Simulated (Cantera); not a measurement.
A Cantera script and what it prints.

```python
import numpy as np
import cantera as ct

gas_names = [...]  # 96 gases of nasa_gas.yaml made of C, Cl, H, Ti
cond_names = """
    C(gr) C6H6(L) C7H8(L) C8H18(L),n-octa Ti(a) Ti(b) Ti(L) TiC(s) TiC(L) TiCL2(s) TiCL3(s) TiCL4(L)
""".split()


# ... load() reads the species with a 1 bar reference pressure and builds the phases ...
atoms = {
    'Ti': {'Ti': 1},
    'C3H8': {'C': 3, 'H': 8},
    'H2': {'H': 2},
    'Cl2': {'CL': 2},
}
top_T = {'C(gr)': 4500, 'TiCL2(s)': 1300, 'TiCL3(s)': 1000}  # K; cautious upper limits of use, not melting points


# ... equilibrate(T, P, feed) seeds the gas with the atoms and calls Mixture.equilibrate('TP', solver="vcs", rtol=1e-11, max_steps=5000) ...
results = []
feed = {'Ti': 1, 'C3H8': 1.4, 'H2': 120, 'Cl2': 0.0012}  # mol
P = 17000  # Pa
for T in [1173, 1273, 1373, 1473, 1573, 1673, 1773, 1873, 1973]:
    mix = equilibrate(T, P, feed)
    results.append((T, P, feed, dict(zip(mix.species_names, mix.species_moles))))

top = {s: max(r[3][s] / sum(r[3][g] for g in gas_names) for r in results) for s in gas_names}
cols = sorted((s for s in top if top[s] > 1e-05), key=lambda s: -top[s])[:7]
seen = [c for c in cond_names if any(r[3].get(c, 0) > 1e-12 for r in results)]
print("log10 of partial pressures in bar; condensed amounts in mol")
print(f"{'T/K':>10s}" + "".join(f"{s[:9]:>10s}" for s in cols + seen))
for T, P, feed, n in results:
    ng = sum(n[g] for g in gas_names)
    print(f"{T:10.4g}" + "".join(f"{np.log10(max(n[s] / ng * P / 1e5, 1e-99)):10.3f}" for s in cols)
          + "".join(f"{n.get(c, 0):10.4g}" for c in seen))
```

It prints:

```
log10 of partial pressures in bar; condensed amounts in mol
       T/K        H2       CH4         H C2H2,acet       HCL     C(gr)    TiC(s)
      1173    -0.771    -3.253    -7.314    -7.984    -5.487     2.789         1
      1273    -0.770    -3.568    -6.532    -7.200    -5.488         3         1
      1373    -0.770    -3.838    -5.863    -6.532    -5.488     3.092         1
      1473    -0.770    -4.072    -5.283    -5.956    -5.488     3.136         1
      1573    -0.770    -4.276    -4.776    -5.455    -5.488     3.155         1
      1673    -0.770    -4.455    -4.328    -5.014    -5.488      3.16         1
      1773    -0.770    -4.614    -3.931    -4.624    -5.489     3.146         1
      1873    -0.770    -4.756    -3.575    -4.276    -5.489     3.108         1
      1973    -0.771    -4.883    -3.256    -3.965    -5.490     3.029         1
```

Cantera equilibrium calculation (NASA polynomials, part measured and part estimated; ideal gas, pure solids and liquids). TiC: taken at fixed stoichiometry.
